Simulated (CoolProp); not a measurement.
R365MFC along the isobar 12 bar: density (kg/m³) from the reference equation and from simpler models built on Tc = 460.0 K, pc = 32.66 bar, ω = 0.377; each cubic takes its own stable root.

Model: reference Helmholtz-energy equation of state, Lemmon 2016, in CoolProp.

```
T (K)   phase   reference  van der Waals  Redlich-Kwong  Soave-Redlich-Kwong
-----  ------  ----------  -------------  -------------  -------------------
394.4  liquid        1013     (withheld)          71.05           (withheld)
415.4     gas       66.55          61.41          63.95                65.30
425.9     gas       62.79          59.10          61.11                61.97
436.4     gas       59.73          56.99          58.60                59.10
446.9     gas       57.13          55.06          56.35                56.59
457.4     gas       54.88          53.29          54.32                54.36
467.9     gas  (withheld)          51.64          52.48           (withheld)
478.4     gas       51.07          50.12          50.79                50.56
489       gas       49.41          48.68          49.21                48.89
```

**Question.** What belongs in the gaps?

**Answer.** 
- 394.4, van der Waals: 66.84
- 394.4, Soave-Redlich-Kwong: 900.4
- 467.9, reference: 52.87
- 467.9, Soave-Redlich-Kwong: 52.37

At some of these states van der Waals, Redlich-Kwong gives the other phase, because its saturation line lies elsewhere.
